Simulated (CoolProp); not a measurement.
Vapour pressure (MPa) of ethylene: the reference equation beside estimates from Tc = 282.4 K, pc = 5.042 MPa, ω = 0.087. Clausius-Clapeyron is anchored at 208.8 K with a constant enthalpy of vaporisation of 11.65 kJ/mol.

The numbers come from the reference Helmholtz-energy equation of state, Smukala 2000 in CoolProp.

```csv
T (K),reference,Clausius-Clapeyron,Peng-Robinson
208.8,0.6429,0.6429,0.6425
213.5,0.7636,0.7453,0.7630
218.2,0.9000,0.8585,0.8994
222.9,1.053,0.9830,1.053
227.6,1.225,1.119,1.225
232.3,1.415,1.268,1.417
237,1.627,1.429,1.629
241.7,1.860,1.603,1.864
246.4,2.116,1.790,2.123
251.1,2.398,1.992,2.407
255.8,2.705,2.207,2.717
```

Absolute difference from the reference over all 11 rows, mean and median: Clausius-Clapeyron 9.9 and 10.4 %, Peng-Robinson 0.2 and 0.1 %.
